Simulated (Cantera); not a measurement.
**Premixed flame**

A freely propagating, adiabatic, planar premixed flame of CH4 : H2 : O2 : N2 : H2O = 1 : 0.24 : 2.75 : 12.9 : 0.38 (molar parts), equivalence ratio 0.77, unburnt at 450 K and 100000 Pa; multicomponent transport, grid criteria slope 0.08 and curve 0.16, no radiation.

Model: GRI-Mech 3.0 (53 species, 325 reactions), integrated in Cantera. Burning velocities carry a grid error of a few per cent, more on coarse grids.

| z (mm) | T (K) | u (m/s) | x CH4 | x H2 | x O2 | x NO | x H | x C2H6 |
|---|---|---|---|---|---|---|---|---|
| -2.00 | 451 | 0.334 | 0.0579 | 0.0135 | 0.159 | <1e-8 | <1e-8 | 3.17e-8 |
| -1.33 | 455 | 0.338 | 0.0577 | 0.0130 | 0.159 | <1e-8 | <1e-8 | 5.90e-7 |
| -1.00 | 469 | 0.348 | 0.0571 | 0.0124 | 0.158 | <1e-8 | <1e-8 | 3.04e-6 |
| -0.667 | 542 | 0.402 | 0.0536 | 0.0114 | 0.153 | 3.50e-8 | <1e-8 | 2.73e-5 |
| -0.334 | 872 | 0.650 | 0.0371 | 0.00987 | 0.127 | 4.90e-7 | 1.14e-5 | 0.000256 |
| -0.167 | 1187 | 0.888 | 0.0202 | 0.00901 | 0.0983 | 1.16e-6 | 0.000153 | 0.000376 |
| 0 | 1494 | 1.12 | 0.00417 | 0.00708 | 0.0650 | 2.14e-6 | 0.00101 | 4.04e-5 |
| 0.167 | 1621 | 1.21 | 0.000187 | 0.00425 | 0.0484 | 3.25e-6 | 0.00179 | 6.41e-8 |
| 0.334 | 1675 | 1.25 | 4.69e-6 | 0.00317 | 0.0435 | 4.00e-6 | 0.00169 | <1e-8 |
| 0.667 | 1735 | 1.29 | <1e-8 | 0.00234 | 0.0403 | 4.87e-6 | 0.00105 | <1e-8 |
| 1.33 | 1787 | 1.32 | <1e-8 | 0.00131 | 0.0384 | 5.72e-6 | 0.000401 | <1e-8 |
| 2.67 | 1819 | 1.34 | <1e-8 | 0.000521 | 0.0375 | 6.39e-6 | 9.56e-5 | <1e-8 |
| 5.34 | 1832 | 1.35 | <1e-8 | 0.000176 | 0.0372 | 6.82e-6 | 1.85e-5 | <1e-8 |
x: mole fraction of selected species; z is measured from the peak of heat release.

```yaml
laminar_burning_velocity: 33.4 cm/s
thermal_thickness: 0.667 mm
peak x(H): 0.00182
peak x(C2H6): 0.000390
grid_points: 139
```
